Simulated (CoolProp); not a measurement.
Vapour-liquid equilibrium of hydrogen sulfide (1) + n-pentane (2) at 45.85 °C; x and y are mole fractions of (1).

Values from CoolProp's multi-fluid Helmholtz-energy mixture model, Lemmon 2006 and Thol 2019; pair parameters Kunz 2012.

```json
[
 {"x": "0.05", "bubble pressure (MPa)": "0.2936", "y at the bubble point": "0.526", "dew pressure at overall composition x (MPa)": "0.1473", "liquid density (mol/L)": "8.554"},
 {"x": "0.15", "bubble pressure (MPa)": "0.6546", "y at the bubble point": "0.793", "dew pressure at overall composition x (MPa)": "0.1648", "liquid density (mol/L)": "9.082"},
 {"x": "0.25", "bubble pressure (MPa)": "1.032", "y at the bubble point": "0.873", "dew pressure at overall composition x (MPa)": "0.1868", "liquid density (mol/L)": "9.681"},
 {"x": "0.35", "bubble pressure (MPa)": "1.377", "y at the bubble point": "0.908", "dew pressure at overall composition x (MPa)": "0.2153", "liquid density (mol/L)": "10.37"},
 {"x": "0.45", "bubble pressure (MPa)": "1.673", "y at the bubble point": "0.927", "dew pressure at overall composition x (MPa)": "0.2537", "liquid density (mol/L)": "11.17"},
 {"x": "0.55", "bubble pressure (MPa)": "1.929", "y at the bubble point": "0.940", "dew pressure at overall composition x (MPa)": "0.3087", "liquid density (mol/L)": "12.12"},
 {"x": "0.65", "bubble pressure (MPa)": "2.170", "y at the bubble point": "0.952", "dew pressure at overall composition x (MPa)": "0.3941", "liquid density (mol/L)": "13.28"},
 {"x": "0.75", "bubble pressure (MPa)": "2.423", "y at the bubble point": "0.963", "dew pressure at overall composition x (MPa)": "0.5451", "liquid density (mol/L)": "14.75"},
 {"x": "0.85", "bubble pressure (MPa)": "2.715", "y at the bubble point": "0.976", "dew pressure at overall composition x (MPa)": "0.8862", "liquid density (mol/L)": "16.68"},
 {"x": "0.95", "bubble pressure (MPa)": "3.061", "y at the bubble point": "0.992", "dew pressure at overall composition x (MPa)": "2.132", "liquid density (mol/L)": "19.34"}
]
```

No azeotrope shows between x = 0.05 and 0.95.

Pair parameters are fitted to limited data, so mixtures are less certain than the pure fluids. The gap from Raoult's law changes sign with composition, which may be real or a fault of the pair parameters; it wasn't checked against measurements.
